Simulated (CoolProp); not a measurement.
Vapour-liquid equilibrium of n-hexane (1) + p-xylene (2) at 0.0183 MPa; x and y are mole fractions of (1).

Computed with CoolProp (multi-fluid Helmholtz-energy mixture model, Thol 2019 and Zhou 2012; pair parameters Bell 2016).

| x | bubble temperature (°C) | y at the bubble point | dew temperature at overall composition x (°C) | liquid density (mol/L) |
|---|---|---|---|---|
| 0.05 | 72.4 | 0.395 | … | 7.652 |
| 0.15 | … | … | 80.2 | … |
| 0.25 | 48.2 | 0.830 | 77.3 | 7.763 |
| 0.35 | 42.1 | 0.889 | … | 7.770 |
| 0.45 | 37.5 | 0.923 | 70.3 | 7.763 |
| 0.55 | 33.9 | 0.946 | 66.0 | 7.746 |
| 0.65 | 31.0 | 0.962 | 61.0 | … |
| 0.75 | 28.4 | 0.975 | 54.7 | 7.698 |
| 0.85 | 26.0 | 0.986 | 46.4 | 7.669 |
| 0.95 | 23.8 | 0.996 | 33.2 | 7.638 |

Q: Complete the blanks.

A: 
- 0.05, dew temperature at overall composition x (°C): 82.9
- 0.15, bubble temperature (°C): 57.3
- 0.15, y at the bubble point: 0.712
- 0.15, liquid density (mol/L): 7.732
- 0.35, dew temperature at overall composition x (°C): 74.0
- 0.65, liquid density (mol/L): 7.724

No azeotrope shows between x = 0.05 and 0.95.

The pair parameters rest on a limited set of measurements; away from them the model extrapolates.
